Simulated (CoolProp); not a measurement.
Vapour-liquid equilibrium of ethylbenzene (1) + p-xylene (2) at 1.35 MPa; x and y are mole fractions of (1).

Values from CoolProp's multi-fluid Helmholtz-energy mixture model, Zhou 2012 and Zhou 2012; pair parameters Bell 2016.

| x | bubble temperature (K) | y at the bubble point | dew temperature at overall composition x (K) | liquid density (mol/L) |
|---|---|---|---|---|
| 0.05 | 543.5 | 0.051 | 543.5 | 5.560 |
| 0.15 | 543.2 | 0.153 | 543.2 | 5.569 |
| 0.25 | 542.9 | 0.254 | 542.9 | 5.579 |
| 0.35 | 542.7 | 0.355 | 542.7 | 5.588 |
| 0.45 | 542.5 | 0.454 | 542.5 | 5.598 |
| 0.55 | 542.3 | 0.554 | 542.3 | 5.607 |
| 0.65 | 542.2 | 0.653 | 542.2 | 5.617 |
| 0.75 | 542.0 | 0.753 | 542.0 | 5.627 |
| 0.85 | 541.9 | 0.852 | 541.9 | 5.637 |
| 0.95 | 541.7 | 0.951 | 541.7 | 5.647 |

No azeotrope shows between x = 0.05 and 0.95.

The pair parameters rest on a limited set of measurements; away from them the model extrapolates.
